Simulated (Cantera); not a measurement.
Cantera run, input and output.

```python
import numpy as np
import cantera as ct

gas = ct.Solution("gri30.yaml")
gas.TPX = 1175, 13332, {'C2H6': 1, 'H2': 58}
reactor = ct.IdealGasConstPressureReactor(gas, energy="off", clone=False)
net = ct.ReactorNet([reactor])
net.rtol, net.atol = 1e-08, 1e-18
show = ['C2H6', 'H2', 'CH2', 'C2H2', 'C2H4', 'H']
times = np.geomspace(5e-05, 8, 15)

steps = ct.SolutionArray(gas, extra=["t"])
rows = []
print(f"{'t/s':>10s}{'T/K':>9s}{'P/Pa':>11s}" + "".join(f"{s:>11s}" for s in show))
for t in times:
    while net.time < t:
        t_next = net.step()
        steps.append(gas.state, t=t_next)
    rows.append([np.interp(t, steps.t, y) for y in (steps.T, steps.P, *steps(*show).X.T)])
    print(f"{t:10.3e}{rows[-1][0]:9.1f}{rows[-1][1]:11.4g}" + "".join(f"{x:11.3e}" for x in rows[-1][2:]))
rate = np.gradient(steps.T, steps.t)
print("integrator steps:", len(steps.t))
if steps.T.max() > steps.T[0] + 200:
    print(f"time of steepest temperature rise: {steps.t[rate.argmax()]:.4e} s")
gas.TPX = 1175, 13332, {'C2H6': 1, 'H2': 58}
gas.equilibrate("TP")
print(f"equilibrium (TP): T = {gas.T:.1f} K  " + "  ".join(f"{s} {gas[s].X[0]:.3e}" for s in show))
```

Result:

```
       t/s      T/K       P/Pa       C2H6         H2        CH2       C2H2       C2H4          H
 5.000e-05   1175.0  1.333e+04  1.695e-02  9.831e-01  8.966e-15  5.546e-15  5.846e-08  1.459e-07
 1.177e-04   1175.0  1.333e+04  1.695e-02  9.830e-01  3.621e-14  3.355e-13  6.299e-07  3.742e-07
 2.770e-04   1175.0  1.333e+04  1.694e-02  9.830e-01  1.024e-13  1.494e-11  4.799e-06  9.046e-07
 6.518e-04   1175.0  1.333e+04  1.691e-02  9.830e-01  3.472e-13  5.336e-10  3.009e-05  2.135e-06
 1.534e-03   1175.0  1.333e+04  1.675e-02  9.830e-01  2.045e-12  1.671e-08  1.696e-04  4.877e-06
 3.611e-03   1175.0  1.333e+04  1.598e-02  9.830e-01  1.393e-11  4.382e-07  8.435e-04  9.994e-06
 8.498e-03   1175.0  1.333e+04  1.318e-02  9.826e-01  3.778e-11  7.266e-06  3.153e-03  1.484e-05
 2.000e-02   1175.0  1.333e+04  7.754e-03  9.817e-01  3.087e-11  5.818e-05  7.477e-03  1.541e-05
 4.707e-02   1175.0  1.333e+04  2.601e-03  9.807e-01  1.349e-11  2.492e-04  1.138e-02  1.284e-05
 1.108e-01   1175.0  1.333e+04  6.431e-04  9.803e-01  4.191e-12  6.183e-04  1.247e-02  7.906e-06
 2.607e-01   1175.0  1.333e+04  3.217e-04  9.801e-01  2.079e-12  1.118e-03  1.204e-02  5.512e-06
 6.137e-01   1175.0  1.333e+04  2.758e-04  9.797e-01  1.941e-12  1.881e-03  1.097e-02  5.121e-06
 1.444e+00   1175.0  1.333e+04  2.358e-04  9.791e-01  1.943e-12  2.837e-03  9.414e-03  4.783e-06
 3.399e+00   1175.0  1.333e+04  1.967e-04  9.780e-01  1.936e-12  3.350e-03  7.871e-03  4.308e-06
 8.000e+00   1175.0  1.333e+04  1.638e-04  9.763e-01  1.891e-12  3.026e-03  6.549e-03  3.727e-06
integrator steps: 769
equilibrium (TP): T = 1175.0 K  C2H6 7.790e-07  H2 9.661e-01  CH2 3.589e-14  C2H2 1.271e-05  C2H4 2.936e-05  H 3.322e-07
```

Computed with Cantera and GRI-Mech 3.0 (53 species, 325 reactions). GRI-Mech 3.0 stops at C3 and has no aromatics, soot or wall deposition, so with more carbon than oxygen in the feed, carbon stays in small species such as C2H2 where larger ones or solid carbon would form.
